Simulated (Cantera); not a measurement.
A perfectly stirred reactor is fed with CO : H2 : CH4 : O2 : N2 = 1 : 0.089 : 0.65 : 3.62 : 13.6 (molar parts), equivalence ratio 0.51, at 25000 Pa; it is adiabatic with a 550 K inlet, and is followed from long to short residence time, starting on the burning branch (τ in s: 0.29, 0.12, 0.054, 0.023, 0.0099, 0.0043, 0.0018, 0.00079, 0.00034, 0.00015, 6.4e-05).

Detailed kinetics in Cantera: GRI-Mech 3.0 (53 species, 325 reactions).

### Question
What does this change do: 1.1 parts CO2 added?

### Answer
| quantity | before | after |
|---|---|---|
| blow-out, bracketed by the residence times tried | burning at 0.790 ms, out at 0.340 ms | burning at 0.790 ms, out at 0.340 ms |
| x(CO) at τ = 0.290 s | 0.00122 | 0.00152 |
| x(H2) at τ = 0.290 s | 0.000236 | 0.000197 |
| x(CH4) at τ = 0.290 s | 4.13e-6 | 5.57e-6 |
| x(NO) at τ = 0.290 s | 3.71e-5 | 1.32e-5 |
| x(HO2) at τ = 0.290 s | 1.05e-6 | 1.31e-6 |
| x(CO) at τ = 4.30 ms | 0.0120 | 0.0144 |
| x(H2) at τ = 4.30 ms | 0.00216 | 0.00180 |
| x(CH4) at τ = 4.30 ms | 7.16e-5 | 0.000104 |
| x(NO) at τ = 4.30 ms | 9.18e-6 | 5.00e-6 |
| x(HO2) at τ = 4.30 ms | 7.55e-6 | 9.10e-6 |

### Question
What does this change do: N2 13.6 to 11 parts?

### Answer
| quantity | before | after |
|---|---|---|
| blow-out, bracketed by the residence times tried | burning at 0.790 ms, out at 0.340 ms | burning at 0.340 ms, out at 0.150 ms |
| x(CO) at τ = 0.290 s | 0.00122 | 0.00172 |
| x(H2) at τ = 0.290 s | 0.000236 | 0.000308 |
| x(CH4) at τ = 0.290 s | 4.13e-6 | 2.80e-6 |
| x(NO) at τ = 0.290 s | 3.71e-5 | 0.000197 |
| x(HO2) at τ = 0.290 s | 1.05e-6 | 1.08e-6 |
| x(CO) at τ = 4.30 ms | 0.0120 | 0.0141 |
| x(H2) at τ = 4.30 ms | 0.00216 | 0.00263 |
| x(CH4) at τ = 4.30 ms | 7.16e-5 | 5.02e-5 |
| x(NO) at τ = 4.30 ms | 9.18e-6 | 1.61e-5 |
| x(HO2) at τ = 4.30 ms | 7.55e-6 | 6.68e-6 |
